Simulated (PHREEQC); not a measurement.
Model water analysis in mg/L, 2.3 °C, pH 5.63, pe 9.6:

| constituent | mg/L |
|---|---|
| Na | 0.0238 |
| K | 0.00188 |
| Ca | 0.0171 |
| Mg | 0.0147 |
| Cl | 0.031 |
| S(6) as SO4 | 0.0104 |
| Alkalinity as HCO3 | 0.125 |
| B | 7.68e-05 |

Valence states are taken as typed.

Model: ion-association model, phreeqc.dat, run in PHREEQC.

Precipitation was switched off in this run.

What ionic strength, charge-balance error does the model give?

ionic strength 6.63e-6 mol/kgw; charge-balance error 0.1 %.

In which forms is C present?

CO2 89 %, HCO3- 11 % of the C.

Complexes and solids missing from the database can't appear. Away from 25 °C the constants follow the database's enthalpies or fits; those with neither stay at their 25 °C values.
